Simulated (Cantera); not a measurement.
Feed: 1 mol CCl4, 0.28 mol F2, 0.1 mol H2, 0.46 mol HCl, equilibrated at 1298.15 K and 0.100 bar.

Equilibrium computed with Cantera from the NASA thermochemical tables; the gas is ideal and each condensed phase is pure. Candidate condensed phases: C, C6H6, C7H8, C8H18; 118 gas species. Gases not in the tables: C2F6 and larger saturated fluorocarbons. Kinetics and transport are ignored.

Base state: Cl2 0.698, HCl 0.163, HF 0.0732, Cl 0.0322, CF4 0.0278, CClF3 0.00484, CCl2F2 0.000800, CCl3F 0.000109 (mole fractions); condensed: C(graphite).

Task: What changes in the equilibrium state with this change: HCl from 0.46 to 0.046 mol?

Result: 
```tsv
species	before	after
Cl2	0.698	0.806
HCl	0.163	0.0714
CF4	0.0278	0.0452
HF	0.0732	0.0337
Cl	0.0322	0.0346
CClF3	0.00484	0.00748
CCl2F2	0.000800	0.00118
CCl3F	0.000109	0.000153
CCl4	2.91e-5	3.88e-5
C(graphite), mol	0.906	0.874
```

Task: What changes in the equilibrium state with this change: temperature from 1298.15 K to 700 K?

Result: 
```tsv
species	before	after
Cl2	0.698	0.652
HCl	0.163	0.252
CF4	0.0278	0.0415
HF	0.0732	0.00190
Cl	0.0322	1.69e-6
CCl4	2.91e-5	0.0314
CClF3	0.00484	0.0105
CCl3F	0.000109	0.00453
CCl2F2	0.000800	0.00591
C(graphite), mol	0.906	0.756
```
Condensed phases not in the tables: fluorocarbon polymer. Gases not in the tables: C2F6 and larger saturated fluorocarbons, chlorinated aromatics.

Task: What changes in the equilibrium state with this change: temperature from 1298.15 K to 1673.15 K?

Result: 
```json
[
 {"species": "Cl2", "before": "0.698", "after": "0.441"},
 {"species": "Cl", "before": "0.0322", "after": "0.350"},
 {"species": "HF", "before": "0.0732", "after": "0.112"},
 {"species": "HCl", "before": "0.163", "after": "0.0832"},
 {"species": "CF4", "before": "0.0278", "after": "0.0118"},
 {"species": "F", "before": "8.76e-8", "after": "5.06e-5"},
 {"species": "CF2", "before": "6.86e-7", "after": "0.000148"},
 {"species": "CF3", "before": "2.24e-7", "after": "1.31e-5"},
 {"species": "C(graphite), mol", "before": "0.906", "after": "0.952"}
]
```
